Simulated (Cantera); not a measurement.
A closed system holds: 1 mol BN, 16 mol H2O, 3.5 mol N2, at 1798 K and 0.0190 bar.

Cantera equilibrium calculation (NASA polynomials, part measured and part estimated; ideal gas, pure solids and liquids). Candidate condensed phases: B, BN, B2O3, B3O3H3, H2O; 39 gas species. Rates play no part.

Base state: H2O 0.682, N2 0.195, H2 0.0730, HBO2 0.0482, H 0.000690, OH 0.000424, B2O3 0.000250, BO2 3.64e-5 (mole fractions); condensed: gas only.

Q: What changes in the equilibrium state with this change: temperature from 1798 K to 1148.15 K?

A: 
```json
[
 {"species": "H2O", "before": "0.682", "after": "0.722"},
 {"species": "N2", "before": "0.195", "after": "0.200"},
 {"species": "H2", "before": "0.0730", "after": "0.0750"},
 {"species": "HBO2", "before": "0.0482", "after": "0.00236"},
 {"species": "(HBO2)3", "before": "1.01e-8", "after": "0.00121"},
 {"species": "OH", "before": "0.000424", "after": "8.22e-9"},
 {"species": "BO2", "before": "3.64e-5", "after": "<1e-9"},
 {"species": "B2O3(l), mol", "before": "0", "after": "0.440"}
]
```
Gases not in the tables: H3BO3.
